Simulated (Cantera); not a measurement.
Charge: 1 mol (CH3)2SiCl2, 79 mol H2, at 0.00150 bar.

These are equilibrium values from Cantera (NASA tables, ideal gas, pure condensed phases), not measurements of a reactor. Candidate condensed phases: C, C6H6, C7H8, C8H18, Si, SiC; 109 gas species. The feed counts by its element totals alone. Gases not in the tables: Si2H6 and higher silanes. Equilibrium is a limit: real reactors are often held back by kinetics, nucleation or transport.

Q: Which condensed phases are stable at each of these points (T (K)): 900, 1100, 1300, 1500, 1700, 1900, 2100, 2300, 2500?

A: 
| T (K) | condensed phases | Si condensed (%) |
|---|---|---|
| 900 | C(graphite) + SiC(s) | 99.9 |
| 1100 | C(graphite) + SiC(s) | 100.0 |
| 1300 | C(graphite) + SiC(s) | 100.0 |
| 1500 | C(graphite) + SiC(s) | 99.9 |
| 1700 | C(graphite) + SiC(s) | 99.7 |
| 1900 | C(graphite) + SiC(s) | 96.5 |
| 2100 | C(graphite) + SiC(s) | 27.6 |
| 2300 | C(graphite) | 0.0 |
| 2500 | C(graphite) | 0.0 |

From 900 K to 2100 K the condensed part is C(graphite) + SiC(s). From 2300 K to 2500 K the condensed part is C(graphite).
